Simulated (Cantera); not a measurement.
Input (Python, Cantera) and output of one run.

```python
import numpy as np
import cantera as ct

gas_names = """
    C CH CH2 CH3 CH2OH CH3O CH4 CH3OH CN CO CO2 COOH C2 C2H CHCO,ketyl C2H2,acetylene C2H2,vinylidene
    CH2CO,ketene C2H3,vinyl CH3CN CH3CO,acetyl C2H4 C2H4O,ethylen CH3CHO,ethanal CH3COOH (HCOOH)2 C2H5
    C2H6 CH3OCH3 C2H5OH CCN CNC C2N2 C2O C3 C3H3,propargyl C3H4,allene C3H4,propyne C3H4,cyclo-
    C3H5,allyl C3H6,propylene C3H6,cyclo- C3H6O C3H7,n-propyl C3H7,i-propyl C3H8 C3H8O,1propanol
    C3H8O,2propanol C3O2 C4 C4H2 C4H4,1,3-cyclo- C4H6,butadiene C4H6,2-butyne C4H6,cyclo- C4H8,1-butene
    C4H8,cis2-buten C4H8,tr2-butene C4H8,isobutene C4H8,cyclo- (CH3COOH)2 C4H9,n-butyl C4H9,i-butyl
    C4H9,s-butyl C4H9,t-butyl C4H10,isobutane C4H10,n-butane C4N2 C5 C5H6,1,3cyclo- C5H8,cyclo-
    C5H10,1-pentene C5H10,cyclo- C5H11,pentyl C5H11,t-pentyl C5H12,n-pentane C5H12,i-pentane
    CH3C(CH3)2CH3 C6H2 C6H5,phenyl C6H5O,phenoxy C6H6 C6H5OH,phenol C6H10,cyclo- C6H12,1-hexene
    C6H12,cyclo- C6H13,n-hexyl C7H7,benzyl C7H8 C7H8O,cresol C7H14,1-heptene C7H15,n-heptyl
    C7H16,n-heptane C8H8,styrene C8H10,ethylbenz C8H16,1-octene C8H17,n-octyl C8H18,isooctane
    C8H18,n-octane C9H19,n-nonyl C10H8,naphthale C10H21,n-decyl C12H9,o-bipheny C12H10,bipheny H HCN HCO
    HCCN HNC HNCO HNO HNO2 HNO3 HO2 H2 HCHO,formaldehy HCOOH H2O H2O2 N NCO NH NH2 NH3 NH2OH NO NO2 NO3
    N2 N2H2 N2H4 N2O O OH O2 O3
""".split()
cond_names = """
    C(gr) C6H6(L) C7H8(L) C8H18(L),n-octa H2O(s) H2O(L)
""".split()


def load(file, names, dense=False):
    # The tables refer to 1 bar. Condensed volumes are neglected.
    table = {s.name: s for s in ct.Species.list_from_file(file)}
    out = []
    for n in names:
        d = dict(table[n].input_data)
        d["thermo"] = dict(d["thermo"], **{"reference-pressure": 1e5})
        if dense:
            d["equation-of-state"] = {"model": "constant-volume", "density": "1e6 g/cm^3"}
        out.append(ct.Species.from_dict(d))
    return out


gas = ct.Solution(thermo="ideal-gas", species=load("nasa_gas.yaml", gas_names))
cond = {s.name: ct.Solution(thermo="fixed-stoichiometry", species=[s], name=s.name)
        for s in load("nasa_condensed.yaml", cond_names, dense=True)}
atoms = {
    'C2H5OH': {'C': 2, 'H': 6, 'O': 1},
    'CO2': {'C': 1, 'O': 2},
    'N2': {'N': 2},
}
top_T = {'C(gr)': 4500}  # K; cautious upper limits of use, not melting points


def equilibrate(T, P, feed):
    n = {}
    for name, mol in feed.items():
        for a, k in atoms[name].items():
            n[a] = n.get(a, 0.0) + k * mol
    gas.TPX = T, P, n
    mass = sum(n.values()) * gas.mean_molecular_weight
    gas.equilibrate("TP")
    valid = [c for c in cond.values() if c.min_temp <= T <= top_T.get(c.name, c.max_temp)]
    mix = ct.Mixture([(gas, mass / gas.mean_molecular_weight)] + [(c, 0.0) for c in valid])
    mix.T, mix.P = T, P
    mix.equilibrate("TP", solver="vcs", rtol=1e-11, max_steps=5000)
    return mix


results = []
T = 623  # K
P = 13332.2  # Pa
for m in [1.9, 8.9, 16, 23, 30, 37, 44]:
    feed = {'C2H5OH': 1, 'CO2': 0.17, 'N2': m}  # mol
    mix = equilibrate(T, P, feed)
    results.append((T, P, feed, dict(zip(mix.species_names, mix.species_moles))))

top = {s: max(r[3][s] / sum(r[3][g] for g in gas_names) for r in results) for s in gas_names}
cols = sorted((s for s in top if top[s] > 0.0001), key=lambda s: -top[s])[:7]
seen = [c for c in cond_names if any(r[3].get(c, 0) > 1e-12 for r in results)]
print("log10 of partial pressures in bar; condensed amounts in mol")
print(f"{'n(N2)':>10s}" + "".join(f"{s[:9]:>10s}" for s in cols + seen))
for T, P, feed, n in results:
    ng = sum(n[g] for g in gas_names)
    print(f"{feed['N2']:10.4g}" + "".join(f"{np.log10(max(n[s] / ng * P / 1e5, 1e-99)):10.3f}" for s in cols)
          + "".join(f"{n.get(c, 0):10.4g}" for c in seen))
```

Result:

```
log10 of partial pressures in bar; condensed amounts in mol
     n(N2)        N2       H2O       CH4        H2       CO2        CO       NH3     C(gr)
       1.9    -1.241    -1.540    -1.681    -1.694    -2.241    -3.722    -4.708     1.285
       8.9    -0.989    -1.981    -2.191    -1.949    -2.613    -3.908    -4.965     1.389
        16    -0.944    -2.207    -2.463    -2.085    -2.794    -3.998    -5.146     1.445
        23    -0.925    -2.359    -2.650    -2.179    -2.911    -4.057    -5.277     1.482
        30    -0.915    -2.475    -2.795    -2.251    -2.998    -4.101    -5.381     1.508
        37    -0.908    -2.570    -2.915    -2.311    -3.068    -4.136    -5.467     1.528
        44    -0.903    -2.650    -3.016    -2.362    -3.126    -4.165    -5.541     1.543
```

These are equilibrium values from Cantera (NASA tables, ideal gas, pure condensed phases), not measurements of a reactor.
